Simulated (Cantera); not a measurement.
Charge: 1 mol FeCl2, 0.041 mol HCl, 69 mol H2, equilibrated at 0.00110 bar.

Equilibrium computed with Cantera from the NASA thermochemical tables; the gas is ideal and each condensed phase is pure. Candidate condensed phases: Fe, FeCl2, FeCl3; 11 gas species. The numbers say what is thermodynamically allowed, not how fast it happens.

Q: Which condensed phases are stable at each of these points (T (°C)): 1150, 1250, 1350, 1450, 1550, 1650, 1750, 1850, 1950?

A: 
```
T (°C)  condensed phases  Fe condensed (%)
------  ----------------  ----------------
1150               Fe(γ)              96.1
1250               Fe(γ)              94.1
1350               Fe(γ)              84.3
1450               Fe(δ)              35.5
1550            gas only               0.0
1650            gas only               0.0
1750            gas only               0.0
1850            gas only               0.0
1950            gas only               0.0
```

From 1150 °C to 1350 °C the condensed part is Fe(γ). At 1450 °C the condensed part is Fe(δ). From 1550 °C to 1950 °C nothing is condensed.
